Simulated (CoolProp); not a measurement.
CF4 (R14) at 293.15 K and 1.89 MPa flows at 0.1 m/s in a round tube of 100 mm bore and 0.25 µm roughness, fully developed (64/Re and Nu = 3.66 if laminar; Colebrook and Gnielinski if turbulent). Each further row changes one setting.

Model: reference Helmholtz-energy equation of state, Platzer 1990, in CoolProp. This equation is an older, rougher fit.

```
case              Reynolds number  Darcy friction factor  pressure drop (Pa/m)  heat-transfer coefficient (W/(m² K))  mass flow (kg/h)
----------------  ---------------  ---------------------  --------------------  ------------------------------------  ----------------
as stated                   40700                      …                0.0807                                     …               208
velocity 0.2 m/s            81400                 0.0188                     …                                  27.5               417
diameter 200 mm             81400                 0.0188                0.0346                                  13.7                 …
```

Problem. Complete the blanks.

Solution. 
- as stated, Darcy friction factor: 0.0219
- as stated, heat-transfer coefficient (W/(m² K)): 15.9
- velocity 0.2 m/s, pressure drop (Pa/m): 0.277
- diameter 200 mm, mass flow (kg/h): 834

Viscosity comes from a separate model (Huber 2003), an estimate that may be off by 10 % or more. Thermal conductivity comes from a separate model (Huber 2003), an estimate that may be off by 10 % or more.
